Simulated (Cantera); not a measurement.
Feed: 1 mol Ta(OEt)5, a varied amount of CO2, equilibrated at 2098 K and 49.0 Pa.

These are equilibrium values from Cantera (NASA tables, ideal gas, pure condensed phases), not measurements of a reactor. Candidate condensed phases: C, C6H6, C7H8, C8H18, H2O, Ta, TaC, Ta2O5; 113 gas species. The feed counts by its element totals alone. TaC: taken at fixed stoichiometry. Condensed phases not in the tables: Ta2C. Kinetics and transport are ignored.

### Question
At 1.8 mol CO2, list the 4 most abundant gas species with their mole fractions, and the condensed phases.

### Answer
H2 0.512, CO 0.387, H 0.0995, C2H2 (acetylene) 0.000731. Condensed: C(graphite) + TaC(s).
